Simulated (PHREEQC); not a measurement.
Synthetic water in mmol/kgw, 74 °C, pH 6.46, pe 8.8:

```json
[
 {"constituent": "Na", "mmol/kgw": "0.476"},
 {"constituent": "K", "mmol/kgw": "1.3e-05"},
 {"constituent": "Ca", "mmol/kgw": "2.74"},
 {"constituent": "Mg", "mmol/kgw": "0.937"},
 {"constituent": "Cl", "mmol/kgw": "5.07"},
 {"constituent": "S(6)", "mmol/kgw": "0.0867"},
 {"constituent": "Alkalinity (meq/kgw)", "mmol/kgw": "3"},
 {"constituent": "Ba", "mmol/kgw": "0.02"},
 {"constituent": "N(5)", "mmol/kgw": "0.0654"},
 {"constituent": "B", "mmol/kgw": "0.0245"},
 {"constituent": "Cd", "mmol/kgw": "0.004"},
 {"constituent": "Cu(2)", "mmol/kgw": "0.0498"}
]
```

Cl is adjusted to close the charge balance.
Valence states are taken as typed.

Equilibrium calculation in PHREEQC: ion-association model, wateq4f.dat.

No solid was allowed to form.

Question: Order these Cd species by the share of Cd that they hold, largest first: CdHCO3+, CdCl+, CdSO4, CdCl2, Cd+2.

Answer: Cd+2 (72 %), CdCl+ (23 %), CdHCO3+ (4.0 %), CdSO4 (0.57 %), CdCl2 (0.42 %)

The pH is 6.46 and the ionic strength 0.0113 mol/kgw. The solution is supersaturated, for example in Malachite, Atacamite, so a real one may precipitate; this is no full list. Constants without temperature data keep their 25 °C values here.
